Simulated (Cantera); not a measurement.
Diamond growth

A diamond (100) surface in a fixed gas of H2 with x(CH4) = 0.0086, x(H) = 0.01, at 1175 K, 10.5 Torr; coverages are run to steady state.

Computed with Cantera and the Harris–Goodwin 1993 mechanism for the reconstructed diamond (100) surface.

| x(CH3) | growth (µm/h) | θ c6HH | θ c6H* | θ c6*H | θ c6** | θ c6HM |
|---|---|---|---|---|---|---|
| 1e-06 | 0.00422 | 0.456 | 0.0358 | 0.481 | 0.0270 | 7.09e-6 |
| 2.4e-06 | 0.0101 | 0.456 | 0.0358 | 0.481 | 0.0270 | 1.70e-5 |
| 6e-06 | 0.0253 | 0.456 | 0.0358 | 0.481 | 0.0270 | 4.25e-5 |
| 1.5e-05 | 0.0633 | 0.456 | 0.0357 | 0.481 | 0.0270 | 0.000106 |
| 3.6e-05 | 0.152 | 0.456 | 0.0357 | 0.481 | 0.0270 | 0.000255 |
| 8.7e-05 | 0.367 | 0.456 | 0.0357 | 0.480 | 0.0269 | 0.000616 |
| 0.00021 | 0.882 | 0.455 | 0.0357 | 0.480 | 0.0268 | 0.00148 |
| 0.00052 | 2.17 | 0.454 | 0.0355 | 0.478 | 0.0265 | 0.00365 |
| 0.0013 | 5.32 | 0.450 | 0.0352 | 0.473 | 0.0258 | 0.00896 |
θ: site fractions in the mechanism's names (c6HH fully hydrogenated, c6H* and c6*H radical sites, c6** diradical, c6HM methylated).
